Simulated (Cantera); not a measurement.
Feed: 1 mol N2O, a varied amount of SO2, held at 3050 °C and 100 Torr.

Method: chemical equilibrium by Gibbs-energy minimisation in Cantera with the NASA 1993 tables (ideal gas, pure condensed phases). Candidate condensed phases: S; 17 gas species. Rates play no part.

log p: log10 of the partial pressure in bar; nothing condenses.

```
n(SO2) (mol)  log p N2  log p O  log p O2  log p SO  log p SO2  log p NO  log p S
------------  --------  -------  --------  --------  ---------  --------  -------
0.023            -1.15    -1.41     -1.80     -3.05      -3.26     -2.25    -3.56
0.072            -1.16    -1.41     -1.80     -2.58      -2.78     -2.26    -3.09
0.12             -1.18    -1.41     -1.81     -2.37      -2.58     -2.27    -2.88
0.17             -1.20    -1.41     -1.81     -2.24      -2.45     -2.28    -2.75
0.22             -1.22    -1.42     -1.81       ___        ___     -2.29      ___
0.27             -1.24    -1.42     -1.81     -2.07      -2.28     -2.30    -2.58
0.31             -1.25    -1.42     -1.81     -2.02      -2.24     -2.31    -2.53
0.36             -1.27    -1.42     -1.81     -1.98      -2.19     -2.31    -2.48
0.41             -1.28    -1.42     -1.81     -1.93      -2.15     -2.32    -2.44
0.46             -1.30    -1.42     -1.81     -1.90      -2.11     -2.33    -2.40
0.51             -1.31    -1.42     -1.81     -1.87      -2.08     -2.34    -2.37
```

Some entries are withheld; supply them.


- 0.22, log p SO: -2.14
- 0.22, log p SO2: -2.36
- 0.22, log p S: -2.65
